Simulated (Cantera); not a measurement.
Input: 1 mol Ta(OEt)5, 0.066 mol H2O, 38 mol H2, at 20.0 Pa.

Equilibrium computed with Cantera from the NASA thermochemical tables; the gas is ideal and each condensed phase is pure. Candidate condensed phases: C, C6H6, C7H8, C8H18, H2O, Ta, TaC, Ta2O5; 113 gas species. The feed counts by its element totals alone. TaC: taken at fixed stoichiometry. Condensed phases not in the tables: Ta2C. Kinetics and transport are ignored.

Problem. At 1152 °C, list the 3 most abundant gas species with their mole fractions, and the condensed phases.

Solution. H2 0.908, CO 0.0910, H 0.000460. Condensed: C(graphite) + TaC(s).
